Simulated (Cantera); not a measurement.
A closed system holds: 1 mol CaO, 3 mol Cl2, 3 mol N2, held at 0.00133 bar.

Method: chemical equilibrium by Gibbs-energy minimisation in Cantera with the NASA 1993 tables (ideal gas, pure condensed phases). Candidate condensed phases: Ca, CaCl2, CaO; 17 gas species. Condensed phases not in the tables: oxide chlorides. The numbers say what is thermodynamically allowed, not how fast it happens. All values below are at 1173 K.

Base state: N2 0.529, Cl2 0.325, O2 0.0881, Cl 0.0553, CaCl2 0.00277, NO 8.40e-5, ClO 2.49e-5 (mole fractions); condensed: CaCl2(l).

Task: What changes in the equilibrium state with this change: CaO replaced by Fe2O3?

Result: 
```tsv
species	before	after
N2	0.529	0.434
Cl2	0.325	0.179
O2	0.0881	0.148
FeCl2	0	0.123
FeCl3	0	0.0750
Cl	0.0553	0.0410
CaCl2	0.00277	0
Fe2Cl4	0	1.83e-5
NO	8.40e-5	9.87e-5
CaCl2(l), mol	0.984	0
Fe2O3(s), mol	0	0.318
```
Further candidate phases: Fe, FeCl2, FeCl3, FeO, Fe2O3, Fe3O4.

Task: What changes in the equilibrium state with this change: pressure from 0.00133 bar to 8.30e-5 bar?

Result: 
```
species         before    after
-------------  -------  -------
N2               0.529    0.471
Cl2              0.325    0.222
Cl              0.0553    0.183
CaCl2          0.00277   0.0445
O2              0.0881   0.0785
ClO            2.49e-5  1.94e-5
NO             8.40e-5  7.49e-5
CaCl2(l), mol    0.984    0.717
```
